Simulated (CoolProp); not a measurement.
Carbon monoxide along the isobar 2.13 MPa: fugacity coefficient from the reference equation and from simpler models built on Tc = 132.9 K, pc = 3.498 MPa, ω = 0.050; each cubic takes its own stable root.

Computed with CoolProp (reference Helmholtz-energy equation of state, Lemmon 2006). It is a short technical equation, of lower accuracy than the large ones.

| T (K) | phase | reference | van der Waals | Redlich-Kwong | Peng-Robinson |
|---|---|---|---|---|---|
| 112.6 | liquid | ___ | ___ | 0.5033 | 0.4847 |
| 121.8 | liquid | 0.7261 | 0.7759 | ___ | 0.7089 |
| 131 | gas | 0.7930 | 0.8137 | 0.7901 | 0.7721 |
| 140.1 | gas | 0.8313 | 0.8427 | 0.8281 | 0.8114 |
| 149.3 | gas | 0.8610 | 0.8661 | 0.8578 | 0.8426 |
| 158.5 | gas | 0.8845 | 0.8851 | 0.8813 | 0.8677 |
| 167.6 | gas | 0.9031 | 0.9006 | 0.9001 | 0.8879 |
| 176.8 | gas | 0.9185 | 0.9138 | 0.9156 | 0.9048 |
| 186 | gas | 0.9312 | 0.9248 | 0.9283 | 0.9189 |

Question: Complete the blanks.

Answer: 
- 112.6, reference: 0.4934
- 112.6, van der Waals: 0.6540
- 121.8, Redlich-Kwong: 0.7342

At some of these states van der Waals gives the other phase, because its saturation line lies elsewhere.
